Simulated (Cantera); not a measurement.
Charge: 1 mol TiO₂, 3 mol CO, at 1452 °C and 0.133 bar.

Equilibrium computed with Cantera from the NASA thermochemical tables; the gas is ideal and each condensed phase is pure. Candidate condensed phases: C, Ti, TiC, TiO, TiO₂, Ti₂O₃, Ti₃O₅, Ti₄O₇; 15 gas species. Mutual solubility and eutectic melting of coexisting phases are not modelled. Condensed phases not in the tables: Magnéli phases beyond Ti₄O₇. The numbers say what is thermodynamically allowed, not how fast it happens.

Q: What is the equilibrium state?

A: 
```json
{
 "x(CO)": "0.981",
 "x(CO₂)": "0.0191",
 "n(TiO₂(rutile))": "0.771 mol",
 "n(Ti₄O₇(s))": "0.0573 mol",
 "gas_amount": "3.000 mol",
 "log10 activity of Ti₃O₅(s) (absent)": "-0.11",
 "log10 activity of Ti₂O₃(s) (absent)": "-0.67",
 "log10 activity of C(graphite) (absent)": "-3.10"
}
```
